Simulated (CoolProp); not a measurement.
Properties of propyne along the isotherm 474 K.

The numbers come from the reference Helmholtz-energy equation of state, Polt 1992 in CoolProp. This equation is an older, rougher fit; its heat capacities, sound speeds and derivatives of the liquid may be far off and weren't checked against measurements.

```tsv
p (MPa)	phase	Z	fugacity coefficient
0.53	gas	0.9804	0.9807
1.06	gas	0.9606	0.9616
1.59	gas	0.9406	0.9428
2.12	gas	0.9203	0.9242
2.65	gas	0.8997	0.9059
3.18	gas	0.8788	0.8879
3.71	gas	0.8576	0.8701
4.24	gas	0.8362	0.8525
4.77	gas	0.8144	0.8351
5.3	gas	0.7923	0.8180
5.83	supercritical	0.7699	0.8011
6.36	supercritical	0.7472	0.7845
6.9	supercritical	0.7240	0.7678
7.43	supercritical	0.7011	0.7516
7.96	supercritical	0.6785	0.7357
8.49	supercritical	0.6562	0.7201
```
